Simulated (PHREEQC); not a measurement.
Consider water at 75 °C with 0.039 mol H2SiF6 per kg of water. Closed to the air; pH follows from the charge balance.

The numbers come from PHREEQC with the ion-association model, phreeqc.dat.

Precipitation was switched off in this run.

Estimate the pH.

pH 1.26.

In which forms is F present?

SiF6-2 87 %, HF 13 % of the F.

Examples of supersaturated solids here: SiO2(a), Quartz (slow to form). Others may be too. Constants without temperature data keep their 25 °C values here. SiF6-2 is the database's only silicon fluoride.
